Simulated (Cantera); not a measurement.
Input: 1 mol C₂H₆, 0.2 mol O₂, equilibrated at 2500 °C and 32.0 Pa.

Equilibrium computed with Cantera from the NASA thermochemical tables; the gas is ideal and each condensed phase is pure. Candidate condensed phases: C, C₆H₆, C₇H₈, C₈H₁₈, H₂O; 110 gas species. The numbers say what is thermodynamically allowed, not how fast it happens.

Base state: H 0.810, C₃ 0.0661, CO 0.0594, H₂ 0.0380, C 0.0150, C₂ 0.00657, C₂H 0.00285, C₂H₂ (acetylene) 0.00111 (mole fractions); condensed: gas only.

Problem. What changes in the equilibrium state with this change: 0.055 mol H₂S added?

Solution. 
```
species    before     after
-------  --------  --------
H           0.810     0.808
C₃         0.0661    0.0624
CO         0.0594    0.0582
CS              0   0.00771
C          0.0150    0.0147
H₂         0.0380    0.0378
S               0  0.000291
C₅       0.000551  0.000499
C₄H₂      1.34e-5   1.24e-5
C₄       0.000109  0.000101
```
Further candidate phases: H₂SO₄, S.

Problem. What changes in the equilibrium state with this change: pressure from 32.0 Pa to 0.130 bar?

Solution. 
```csv
species,before,after
H₂,0.0380,0.698
H,0.810,0.172
CO,0.0594,0.107
C₃,0.0661,0.000174
C,0.0150,3.77e-5
C₂H₂ (acetylene),0.00111,0.0213
CH₃,1.64e-8,2.67e-5
C₂,0.00657,1.69e-5
"C(graphite), mol",0,1.43
```
